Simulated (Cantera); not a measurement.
Cantera run:

```python
import numpy as np
import cantera as ct

gas_names = [...]  # 114 gases of nasa_gas.yaml made of C, Fe, H, O
cond_names = """
    C(gr) C6H6(L) C7H8(L) C8H18(L),n-octa Fe(a) Fe(c) Fe(d) Fe(L) FeC5O5(L) FeO(s) FeO(L) Fe(OH)2(s)
    Fe(OH)3(s) Fe2O3(s) Fe3O4(s) H2O(s) H2O(L)
""".split()


# ... load() reads the species with a 1 bar reference pressure and builds the phases ...
atoms = {
    'Fe(CO)5': {'Fe': 1, 'C': 5, 'O': 5},
    'H2': {'H': 2},
}
top_T = {'C(gr)': 4500, 'Fe2O3(s)': 1830, 'Fe3O4(s)': 1870}  # K; cautious upper limits of use, not melting points


# ... equilibrate(T, P, feed) seeds the gas with the atoms and calls Mixture.equilibrate('TP', solver="vcs", rtol=1e-11, max_steps=5000) ...
results = []
feed = {'Fe(CO)5': 1, 'H2': 0.18}  # mol
P = 52  # Pa
for T in [1100, 1150, 1200, 1250, 1300, 1350, 1400]:
    mix = equilibrate(T, P, feed)
    results.append((T, P, feed, dict(zip(mix.species_names, mix.species_moles))))
    x = sorted(zip(gas.X, gas.species_names), reverse=True)
    print(f"T = {T:g} K  P = {P:g} Pa  gas = {mix.phase_moles(0):.4g} mol")
    print("   x: " + "  ".join(f"{s} {v:.3e}" for v, s in x if v > 0.001))
    print("   condensed (mol): " + ("  ".join(f"{mix.phase(i).name} {mix.phase_moles(i):.4g}"
          for i in range(1, mix.n_phases) if mix.phase_moles(i) > 1e-12) or "none"))
```

Result:

```
T = 1100 K  P = 52 Pa  gas = 5.18 mol
   x: CO 9.652e-01  H2 3.475e-02
   condensed (mol): C(gr) 0.0002294  Fe(a) 1
T = 1150 K  P = 52 Pa  gas = 5.18 mol
   x: CO 9.652e-01  H2 3.475e-02
   condensed (mol): C(gr) 0.0001031  Fe(a) 1
T = 1200 K  P = 52 Pa  gas = 5.18 mol
   x: CO 9.652e-01  H2 3.475e-02
   condensed (mol): C(gr) 4.969e-05  Fe(c) 1
T = 1250 K  P = 52 Pa  gas = 5.18 mol
   x: CO 9.652e-01  H2 3.475e-02
   condensed (mol): C(gr) 2.539e-05  Fe(c) 1
T = 1300 K  P = 52 Pa  gas = 5.18 mol
   x: CO 9.652e-01  H2 3.474e-02
   condensed (mol): C(gr) 1.357e-05  Fe(c) 1
T = 1350 K  P = 52 Pa  gas = 5.18 mol
   x: CO 9.652e-01  H2 3.474e-02
   condensed (mol): C(gr) 7.371e-06  Fe(c) 1
T = 1400 K  P = 52 Pa  gas = 5.18 mol
   x: CO 9.652e-01  H2 3.473e-02
   condensed (mol): C(gr) 3.721e-06  Fe(c) 0.9998
```

Cantera equilibrium calculation (NASA polynomials, part measured and part estimated; ideal gas, pure solids and liquids).
